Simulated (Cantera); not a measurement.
A closed system holds: 1 mol Cr, 0.014 mol H2O, 3.1 mol N2, held at 0.100 bar.

Cantera equilibrium calculation (NASA polynomials, part measured and part estimated; ideal gas, pure solids and liquids). Candidate condensed phases: Cr, CrN, Cr2N, Cr2O3, H2O; 29 gas species. Mutual solubility and eutectic melting of coexisting phases are not modelled. Equilibrium is a limit: real reactors are often held back by kinetics, nucleation or transport.

x: gas mole fraction; n: condensed amount in mol.

| T (K) | x N2 | x Cr | x H2 | x CrO | x H | n Cr(s) | n Cr2O3(s) | n Cr(l) |
|---|---|---|---|---|---|---|---|---|
| 1673 | 0.995 | 0.000135 | 0.00447 | 2.01e-7 | … | 0.990 | 0.00465 | 0 |
| 1748 | 0.995 | 0.000437 | 0.00445 | 1.07e-6 | … | 0.989 | 0.00464 | 0 |
| 1823 | 0.994 | 0.00128 | 0.00441 | 4.97e-6 | … | 0.987 | 0.00463 | 0 |
| 1898 | 0.992 | 0.00341 | 0.00436 | 2.03e-5 | … | 0.980 | 0.00460 | 0 |
| 1973 | 0.987 | 0.00841 | 0.00426 | 7.40e-5 | … | 0.964 | 0.00453 | 0 |
| 2048 | 0.976 | 0.0193 | 0.00411 | 0.000245 | … | 0.929 | 0.00433 | 0 |
| 2123 | 0.953 | 0.0418 | 0.00386 | 0.000740 | … | 0.854 | 0.00375 | 0 |
| 2198 | 0.911 | 0.0822 | 0.00349 | 0.00204 | … | 0 | 0.00217 | 0.709 |
| 2273 | 0.838 | 0.154 | 0.00298 | 0.00363 | … | 0 | 0 | 0.417 |
| 2348 | 0.753 | 0.239 | 0.00240 | 0.00332 | … | 0 | 0 | 0 |
| 2423 | 0.753 | 0.239 | 0.00209 | 0.00332 | … | 0 | 0 | 0 |
| 2498 | 0.752 | 0.239 | 0.00173 | 0.00331 | … | 0 | 0 | 0 |

### Question
Complete the blanks.

### Answer

- 1673, x H: 2.41e-5
- 1748, x H: 4.82e-5
- 1823, x H: 9.10e-5
- 1898, x H: 0.000163
- 1973, x H: 0.000279
- 2048, x H: 0.000454
- 2123, x H: 0.000705
- 2198, x H: 0.00104
- 2273, x H: 0.00145
- 2348, x H: 0.00191
- 2423, x H: 0.00256
- 2498, x H: 0.00328
